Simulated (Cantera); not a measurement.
Input: 1 mol NF3, 0.85 mol H2, 0.0086 mol SO2, held at 100 Torr.

Cantera equilibrium calculation (NASA polynomials, part measured and part estimated; ideal gas, pure solids and liquids). Candidate condensed phases: H2O, H2SO4, S; 62 gas species. The numbers say what is thermodynamically allowed, not how fast it happens. All values below are at 2923 K.

Base state: HF 0.482, F 0.370, N2 0.142, O 0.00310, S 0.00146, H 0.000805, SO 0.000721, NO 0.000526 (mole fractions); condensed: gas only.

What changes in the equilibrium state with this change: 1 mol NH3 added?


| species | before | after |
|---|---|---|
| HF | 0.482 | 0.578 |
| N2 | 0.142 | 0.194 |
| H | 0.000805 | 0.112 |
| F | 0.370 | 0.00320 |
| H2 | 5.62e-6 | 0.108 |
| H2S | <1e-9 | 1.01e-5 |
| H2O | 7.84e-7 | 0.00206 |
| SF | 0.000155 | 1.22e-6 |
| SH | 1.82e-6 | 0.000228 |
